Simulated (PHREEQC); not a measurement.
Metal-bearing waste water (model solution)

A solution holds 0.0075 mol/kgw ZnSO4, 0.045 mol/kgw ZnCl2, 0.0017 mol/kgw NaH2PO4 and 0.00089 mol/kgw Na2SO4, at 25 °C. Closed to the air; pH follows from the charge balance.

All values are PHREEQC results (ion-association model, wateq4f.dat), not measurements.

Each row changes one thing in this solution. This is a speciation only: nothing precipitates in the calculation.

| case | pH | ionic strength (mol/kgw) | Cl- (mol/kgw) | Zn+2 (mol/kgw) | ZnSO4 (mol/kgw) | SO4-2 (mol/kgw) | SI of Zn3(PO4)2:4w (Zn3(PO4)2:4H2O) | SI of Goslarite (ZnSO4:7H2O) |
|---|---|---|---|---|---|---|---|---|
| as made | 4.86 | 0.143 | 0.0859 | 0.0441 | 0.00440 | 0.00370 | +1.21 | -2.76 |
| Na2SO4 left out | 4.86 | 0.142 | 0.0859 | 0.0445 | 0.00398 | 0.00330 | +1.22 | -2.80 |
| 0.036 mol/kgw KCl added | 4.85 | 0.178 | 0.120 | 0.0434 | 0.00393 | 0.00390 | +1.02 | -2.81 |
| ZnSO4 from 0.0075 to 0.00375 mol/kgw | 4.86 | 0.137 | 0.0860 | 0.0425 | 0.00246 | 0.00208 | +1.16 | -3.01 |
| diluted 10-fold with water | 5.39 | 0.0158 | 0.00893 | 0.00492 | 0.000255 | 0.000581 | -0.71 | -4.00 |

Some of these states are supersaturated (in Zn3(PO4)2:4w, for instance). H3PO4, which wateq4f.dat lacks, is added to it with the constant of phreeqc.dat. The database has no phosphate complexes of Zn.
